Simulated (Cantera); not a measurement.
Input: 1 mol Si, 2.8 mol F2, 0.76 mol N2, 3 mol HCl, at 823 K and 1.00 bar.

These are equilibrium values from Cantera (NASA tables, ideal gas, pure condensed phases), not measurements of a reactor. Candidate condensed phases: NH4Cl, Si, Si3N4; 49 gas species. Kinetics and transport are ignored.

Base state: HF 0.288, HCl 0.252, SiF4 0.180, Cl2 0.144, N2 0.137 (mole fractions); condensed: gas only.

Task: What changes in the equilibrium state with this change: temperature from 823 K to 1650 K?

Result: 
```
species   before    after
-------  -------  -------
HF         0.288    0.281
HCl        0.252    0.246
SiF4       0.180    0.175
Cl       5.96e-6   0.0498
Cl2        0.144    0.115
N2         0.137    0.133
ClF      2.29e-9  2.50e-5
```

Task: What changes in the equilibrium state with this change: temperature from 823 K to 1498 K?

Result: 
```tsv
species	before	after
HF	0.288	0.285
HCl	0.252	0.249
SiF4	0.180	0.178
Cl	5.96e-6	0.0209
Cl2	0.144	0.132
N2	0.137	0.135
ClF	2.29e-9	1.09e-5
```
